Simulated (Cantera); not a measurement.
What does this Cantera script print?

```python
import numpy as np
import cantera as ct

gas_names = """
    Ca CaCL CaCL2 CaO Ca2 CL CLO CL2 O O2 O3
""".split()
cond_names = """
    Ca(a) Ca(b) Ca(L) CaCL2(s) CaCL2(L) CaO(s) CaO(L)
""".split()


# ... load() reads the species with a 1 bar reference pressure and builds the phases ...
atoms = {
    'CaO': {'Ca': 1, 'O': 1},
    'Cl2': {'CL': 2},
    'O2': {'O': 2},
}
top_T = {}  # K; cautious upper limits of use, not melting points


# ... equilibrate(T, P, feed) seeds the gas with the atoms and calls Mixture.equilibrate('TP', solver="vcs", rtol=1e-11, max_steps=5000) ...
results = []
feed = {'CaO': 1, 'Cl2': 15, 'O2': 0.085}  # mol
P = 2400  # Pa
for T in [625, 725, 825, 925, 1025, 1125, 1225, 1325, 1425, 1525, 1625, 1725, 1825]:
    mix = equilibrate(T, P, feed)
    results.append((T, P, feed, dict(zip(mix.species_names, mix.species_moles))))

top = {s: max(r[3][s] / sum(r[3][g] for g in gas_names) for r in results) for s in gas_names}
cols = sorted((s for s in top if top[s] > 0.001), key=lambda s: -top[s])[:6]
seen = [c for c in cond_names if any(r[3].get(c, 0) > 1e-12 for r in results)]
print("log10 of partial pressures in bar; condensed amounts in mol")
print(f"{'T/K':>10s}" + "".join(f"{s[:9]:>10s}" for s in cols + seen))
for T, P, feed, n in results:
    ng = sum(n[g] for g in gas_names)
    print(f"{T:10.4g}" + "".join(f"{np.log10(max(n[s] / ng * P / 1e5, 1e-99)):10.3f}" for s in cols)
          + "".join(f"{n.get(c, 0):10.4g}" for c in seen))
```

Result:

```
log10 of partial pressures in bar; condensed amounts in mol
       T/K       CL2        CL     CaCL2        O2  CaCL2(s)  CaCL2(L)
       625    -1.638    -8.100   -17.571    -3.017         1         0
       725    -1.638    -6.682   -13.901    -3.017         1         0
       825    -1.638    -5.603   -11.136    -3.017         1         0
       925    -1.638    -4.756    -8.983    -3.017         1         0
      1025    -1.639    -4.072    -7.262    -3.017         1         0
      1125    -1.643    -3.510    -5.961    -3.019         0    0.9993
      1225    -1.655    -3.042    -4.911    -3.025         0    0.9924
      1325    -1.683    -2.653    -4.033    -3.039         0    0.9406
      1425    -1.744    -2.336    -3.289    -3.072         0    0.6458
      1525    -1.858    -2.091    -2.893    -3.127         0         0
      1625    -2.014    -1.903    -2.944    -3.179         0         0
      1725    -2.238    -1.779    -2.997    -3.233         0         0
      1825    -2.519    -1.710    -3.039    -3.277         0         0
```

Equilibrium computed with Cantera from the NASA thermochemical tables; the gas is ideal and each condensed phase is pure. Condensed phases not in the tables: oxide chlorides.
